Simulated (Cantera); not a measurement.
A perfectly stirred reactor is fed with H2 : O2 : N2 : NO = 1 : 0.312 : 1.17 : 0.0075 (molar parts), at 0.967 atm; it is adiabatic with a 400 K inlet, and is followed from long to short residence time, starting on the burning branch (τ in s: 0.33, 0.13, 0.051, 0.02, 0.0077, 0.003, 0.0012, 0.00046, 0.00018, 6.9e-05, 2.7e-05, 1.1e-05).

Cantera simulation using GRI-Mech 3.0 (53 species, 325 reactions); the numbers are that mechanism's predictions, not measurements. The mechanism lacks 2 NO + O2 → 2 NO2 and HONO, so NO2 and the effect of NO are under-described below about 1400 K.

x: mole fraction; the columns are a selection and need not sum to one.

```json
[
 {"τ (s)": "0.33", "T (K)": "2294", "x H2": "0.168", "x O2": "2.11e-5", "x NO": "0.000315", "x H2O2": "?", "x H2O": "0.288", "x H": "0.00444"},
 {"τ (s)": "0.13", "T (K)": "2288", "x H2": "0.168", "x O2": "3.21e-5", "x NO": "0.000474", "x H2O2": "?", "x H2O": "0.288", "x H": "0.00502"},
 {"τ (s)": "0.051", "T (K)": "2276", "x H2": "0.167", "x O2": "5.58e-5", "x NO": "0.000717", "x H2O2": "?", "x H2O": "0.287", "x H": "0.00626"},
 {"τ (s)": "0.020", "T (K)": "2255", "x H2": "0.167", "x O2": "0.000104", "x NO": "0.00107", "x H2O2": "?", "x H2O": "0.285", "x H": "0.00859"},
 {"τ (s)": "0.0077", "T (K)": "2220", "x H2": "0.165", "x O2": "0.000206", "x NO": "0.00156", "x H2O2": "?", "x H2O": "0.283", "x H": "0.0126"},
 {"τ (s)": "0.0030", "T (K)": "2166", "x H2": "0.163", "x O2": "0.000410", "x NO": "0.00213", "x H2O2": "?", "x H2O": "0.279", "x H": "0.0189"},
 {"τ (s)": "0.0012", "T (K)": "2090", "x H2": "0.160", "x O2": "0.000801", "x NO": "0.00265", "x H2O2": "?", "x H2O": "0.274", "x H": "0.0279"},
 {"τ (s)": "0.00046", "T (K)": "1982", "x H2": "0.155", "x O2": "0.00158", "x NO": "0.00301", "x H2O2": "?", "x H2O": "0.268", "x H": "0.0410"},
 {"τ (s)": "0.00018", "T (K)": "1845", "x H2": "0.149", "x O2": "0.00300", "x NO": "0.00317", "x H2O2": "?", "x H2O": "0.260", "x H": "0.0573"},
 {"τ (s)": "6.9e-5", "T (K)": "1677", "x H2": "0.145", "x O2": "0.00587", "x NO": "0.00321", "x H2O2": "?", "x H2O": "0.250", "x H": "0.0759"},
 {"τ (s)": "2.7e-5", "T (K)": "1487", "x H2": "0.151", "x O2": "0.0134", "x NO": "0.00320", "x H2O2": "?", "x H2O": "0.232", "x H": "0.0880"},
 {"τ (s)": "1.1e-5", "T (K)": "400", "x H2": "0.402", "x O2": "0.125", "x NO": "0.00301", "x H2O2": "<1e-12", "x H2O": "<1e-12", "x H": "<1e-12"}
]
```

What belongs in the gaps?


- 0.33, x H2O2: 5.63e-9
- 0.13, x H2O2: 7.21e-9
- 0.051, x H2O2: 1.08e-8
- 0.020, x H2O2: 1.83e-8
- 0.0077, x H2O2: 3.29e-8
- 0.0030, x H2O2: 5.85e-8
- 0.0012, x H2O2: 1.04e-7
- 0.00046, x H2O2: 2.01e-7
- 0.00018, x H2O2: 4.11e-7
- 6.9e-5, x H2O2: 8.68e-7
- 2.7e-5, x H2O2: 1.55e-6
